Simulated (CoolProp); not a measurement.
Dimethyl carbonate along the isotherm 461 K: Z from the reference equation and from simpler models built on Tc = 557.0 K, pc = 4909 kPa, ω = 0.346; each cubic takes its own stable root.

The numbers come from the reference Helmholtz-energy equation of state, Zhou 2011 in CoolProp.

```
p (kPa)   phase  reference
-------  ------  ---------
7.76        gas     0.9990
13.1        gas     0.9983
22.1        gas     0.9972
37.3        gas     0.9952
63          gas     0.9919
106         gas     0.9862
179         gas     0.9766
303         gas     0.9597
511         gas     0.9302
862         gas     0.8759
1450     liquid    0.04164
2450     liquid    0.07002
```

**Question.** How far does each simpler model (van der Waals, Redlich-Kwong) lie from the reference over these 12 states: mean and median of the absolute difference, and the worst?

**Answer.** 
- van der Waals: mean 166.4 %, median 0.5 %, worst +1915.9 % at 461 K and 1450 kPa
- Redlich-Kwong: mean 152.9 %, median 0.2 %, worst +1809.7 % at 461 K and 1450 kPa

At some of these states van der Waals, Redlich-Kwong gives the other phase, because its saturation line lies elsewhere.
